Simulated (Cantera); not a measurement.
**Cr₂O₃ + H₂ + N₂ (hydrogen reduction and annealing atmospheres)**

Input: 1 mol Cr₂O₃, 67 mol H₂, 34 mol N₂, equilibrated at 552 °C and 10.0 Torr.

Cantera equilibrium calculation (NASA polynomials, part measured and part estimated; ideal gas, pure solids and liquids). Candidate condensed phases: Cr, CrN, Cr₂N, Cr₂O₃, H₂O; 29 gas species. Equilibrium is a limit: real reactors are often held back by kinetics, nucleation or transport.

```yaml
x(H₂): 0.663
x(N₂): 0.337
x(NH₃): 9.78e-6
x(H₂O): 5.67e-6
n(CrN(s)): 0.000382 mol
n(Cr₂O₃(s)): 1.000 mol
gas_amount: 101.0 mol
log10 activity of Cr₂N(s) (absent): -1.44
log10 activity of Cr(s) (absent): -2.15
```
